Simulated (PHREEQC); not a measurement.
Dissolve 0.096 mol/kgw HBr, 0.04 mol/kgw ZnSO4 and 0.00095 mol/kgw KCl at 27 °C. Closed to the air; pH follows from the charge balance.

Computed with PHREEQC (ion-association model, wateq4f.dat).

### Question
The ionic strength comes out as 0.181 mol/kgw. What activity coefficients do SO4-2, KSO4-, Br-, HSO4-, ZnBr+ get?

### Answer
SO4-2 0.30, KSO4- 0.75, Br- 0.75, HSO4- 0.73, ZnBr+ 0.75.

No solid was allowed to form.
